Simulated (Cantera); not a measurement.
A perfectly stirred reactor is fed with C₂H₄ : H₂ = 1 : 5.1 (molar parts), at 0.118 atm; it is held at 1700 K, and followed from long to short residence time.

Cantera simulation using GRI-Mech 3.0 (53 species, 325 reactions); the numbers are that mechanism's predictions, not measurements. GRI-Mech 3.0 was tuned for natural gas; its chemistry of ethylene as a main component is partial and can be far from experiment. GRI-Mech 3.0 stops at C3 and has no aromatics, soot or wall deposition, so with more carbon than oxygen in the feed, carbon stays in small species such as C2H2 where larger ones or solid carbon would form.

Problem. What does this change do: temperature 1700 to 1923 K?

Solution. 
```
quantity                  before     after
----------------------  --------  --------
x(C₂H₄) at τ = 0.470 s   0.00118  0.000187
x(H₂) at τ = 0.470 s       0.858     0.856
x(H) at τ = 0.470 s     0.000337   0.00238
x(CH₂) at τ = 0.470 s    4.58e-9   1.37e-7
x(C₂H₆) at τ = 0.470 s   1.18e-7   8.96e-9
x(C₂H₄) at τ = 9.90 ms    0.0517   0.00547
x(H₂) at τ = 9.90 ms       0.852     0.858
x(H) at τ = 9.90 ms      6.89e-5  0.000546
x(CH₂) at τ = 9.90 ms    4.01e-9   1.76e-8
x(C₂H₆) at τ = 9.90 ms   1.83e-6   7.02e-8
```

Problem. What does this change do: pressure from 0.118 atm to 0.987 atm?

Solution. 
```csv
quantity,before,after
x(C₂H₄) at τ = 0.470 s,0.00118,0.00526
x(H₂) at τ = 0.470 s,0.858,0.839
x(H) at τ = 0.470 s,0.000337,0.000137
x(CH₂) at τ = 0.470 s,4.58e-9,1.67e-8
x(C₂H₆) at τ = 0.470 s,1.18e-7,8.39e-6
x(C₂H₄) at τ = 9.90 ms,0.0517,0.0131
x(H₂) at τ = 9.90 ms,0.852,0.854
x(H) at τ = 9.90 ms,6.89e-5,0.000135
x(CH₂) at τ = 9.90 ms,4.01e-9,4.72e-9
x(C₂H₆) at τ = 9.90 ms,1.83e-6,1.10e-5
```
